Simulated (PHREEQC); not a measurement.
Make-up at 35 °C: 0.0038 mol HF, 0.27 mol NH4F and 0.0045 mol HCl per kg of water. Closed to the air; pH follows from the charge balance.

All values are PHREEQC results (ion-association model, wateq4f.dat), not measurements.

| quantity | before | after |
|---|---|---|
| pH | 4.89 | 2.34 |
| ionic strength (mol/kgw) | 0.270 | 0.00494 |
| HF2- (mol/kgw) | 0.00439 | 5.88e-6 |
| HF (mol/kgw) | 0.00385 | 0.00332 |
| H2F2 (mol/kgw) | 2.85e-5 | 1.99e-5 |

Question: Which change was made?
A. HF left out
B. 0.0031 mol/kgw NH4HS added
C. NH4F left out
D. diluted 5-fold with water
E. HCl left out

Answer: C, NH4F left out

Precipitation was switched off in this run.
